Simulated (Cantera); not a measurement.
What does this Cantera script print?

```python
import numpy as np
import cantera as ct

gas_names = """
    C CO CO2 C2 C2O C3 C3O2 C4 C5 Cu CuO Cu2 O O2 O3
""".split()
cond_names = """
    C(gr) Cu(cr) Cu(L) CuO(s) Cu2O(s) Cu2O(L)
""".split()


# ... load() reads the species with a 1 bar reference pressure and builds the phases ...
atoms = {
    'Cu2O': {'Cu': 2, 'O': 1},
    'C': {'C': 1},
    'CO': {'C': 1, 'O': 1},
}
top_T = {'C(gr)': 4500, 'CuO(s)': 1390}  # K; cautious upper limits of use, not melting points


# ... equilibrate(T, P, feed) seeds the gas with the atoms and calls Mixture.equilibrate('TP', solver="vcs", rtol=1e-11, max_steps=5000) ...
results = []
feed = {'Cu2O': 1, 'C': 1.8, 'CO': 0.096}  # mol
P = 3200  # Pa
for T in [1400, 1500, 1600, 1700, 1800, 1900, 2000, 2100, 2200, 2300, 2400, 2500, 2600]:
    mix = equilibrate(T, P, feed)
    results.append((T, P, feed, dict(zip(mix.species_names, mix.species_moles))))

top = {s: max(r[3][s] / sum(r[3][g] for g in gas_names) for r in results) for s in gas_names}
cols = sorted((s for s in top if top[s] > 1e-05), key=lambda s: -top[s])[:5]
seen = [c for c in cond_names if any(r[3].get(c, 0) > 1e-12 for r in results)]
print("log10 of partial pressures in bar; condensed amounts in mol")
print(f"{'T/K':>10s}" + "".join(f"{s[:9]:>10s}" for s in cols + seen))
for T, P, feed, n in results:
    ng = sum(n[g] for g in gas_names)
    print(f"{T:10.4g}" + "".join(f"{np.log10(max(n[s] / ng * P / 1e5, 1e-99)):10.3f}" for s in cols)
          + "".join(f"{n.get(c, 0):10.4g}" for c in seen))
```

Output:

```
log10 of partial pressures in bar; condensed amounts in mol
       T/K        CO        Cu       Cu2        C3       CO2     C(gr)     Cu(L)
      1400    -1.495    -5.870    -9.580   -19.803    -5.755    0.8001         2
      1500    -1.495    -5.085    -8.492   -17.738    -6.168       0.8         2
      1600    -1.495    -4.401    -7.546   -15.935    -6.527       0.8     1.999
      1700    -1.497    -3.799    -6.716   -14.348    -6.844       0.8     1.995
      1800    -1.502    -3.266    -5.984   -12.941    -7.132       0.8     1.981
      1900    -1.517    -2.792    -5.332   -11.685    -7.408       0.8     1.941
      2000    -1.558    -2.366    -4.750   -10.557    -7.708       0.8     1.828
      2100    -1.667    -1.982    -4.226    -9.540    -8.123       0.8     1.463
      2200    -1.944    -1.689    -3.861    -8.617    -8.855       0.8         0
      2300    -1.945    -1.687    -4.061    -7.777    -9.017       0.8         0
      2400    -1.945    -1.686    -4.246    -7.008    -9.164       0.8         0
      2500    -1.945    -1.686    -4.418    -6.304    -9.297    0.7998         0
      2600    -1.946    -1.685    -4.577    -5.655    -9.419    0.7993         0
```

Equilibrium computed with Cantera from the NASA thermochemical tables; the gas is ideal and each condensed phase is pure.
